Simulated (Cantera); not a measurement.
**Ignition delay**

Mixture: CH4 : C2H6 : O2 : N2 = 1 : 0.059 : 2.98 : 11.2 (molar parts), at 1.00 bar, adiabatic and at constant volume. Ignition delay is the time to a rise of 400 K.

Computed with Cantera and GRI-Mech 3.0 (53 species, 325 reactions).

| T0 (K) | delay (ms) |
|---|---|
| 1073 | 48.7 |
| 1148 | 17.8 |
| 1223 | 6.96 |
| 1298 | 2.84 |
| 1373 | 1.21 |
| 1448 | 0.543 |

| Item | Value |
|---|---|
| apparent activation energy between 1298 and 1448 K | 170 kJ/mol |
